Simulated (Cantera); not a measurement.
An adiabatic, constant-pressure homogeneous reactor starts with H2 : O2 : N2 = 1 : 0.278 : 1.92 (molar parts), equivalence ratio 1.8, at 1000 K and 3750 Torr. Integrator tolerance rtol = 1e-08.

Detailed kinetics in Cantera: the H2/O2 subset of GRI-Mech 3.0, which has no nitrogen chemistry. The hydrogen kinetics of GRI-Mech 3.0 are dated; newer H2 mechanisms differ, most at raised pressure.

What does this change do: constant volume in place of constant pressure?


```csv
quantity,before,after
time of steepest temperature rise,11.0 ms,10.3 ms
temperature at 3.00 s,2260 K,2547 K
equilibrium temperature,2260 K,2547 K
x(H2) at 3.00 s,0.151 (gas-phase equilibrium 0.151),0.150 (gas-phase equilibrium 0.150)
x(O2) at 3.00 s,8.59e-7 (gas-phase equilibrium 8.59e-7),7.55e-6 (gas-phase equilibrium 7.55e-6)
x(H) at 3.00 s,0.00137 (gas-phase equilibrium 0.00137),0.00352 (gas-phase equilibrium 0.00352)
x(HO2) at 3.00 s,1.34e-9 (gas-phase equilibrium 1.34e-9),1.90e-8 (gas-phase equilibrium 1.90e-8)
x(H2O) at 3.00 s,0.190 (gas-phase equilibrium 0.190),0.189 (gas-phase equilibrium 0.189)
```

What does this change do: 0.038 parts H2O added?


```
quantity                                                            before                                    after
---------------------------------  ---------------------------------------  ---------------------------------------
time of steepest temperature rise                                  11.0 ms                                  11.8 ms
temperature at 3.00 s                                               2260 K                                   2241 K
equilibrium temperature                                             2260 K                                   2241 K
x(H2) at 3.00 s                        0.151 (gas-phase equilibrium 0.151)      0.149 (gas-phase equilibrium 0.149)
x(O2) at 3.00 s                    8.59e-7 (gas-phase equilibrium 8.59e-7)  7.82e-7 (gas-phase equilibrium 7.82e-7)
x(H) at 3.00 s                     0.00137 (gas-phase equilibrium 0.00137)  0.00123 (gas-phase equilibrium 0.00123)
x(HO2) at 3.00 s                   1.34e-9 (gas-phase equilibrium 1.34e-9)  1.21e-9 (gas-phase equilibrium 1.21e-9)
x(H2O) at 3.00 s                       0.190 (gas-phase equilibrium 0.190)      0.200 (gas-phase equilibrium 0.200)
```
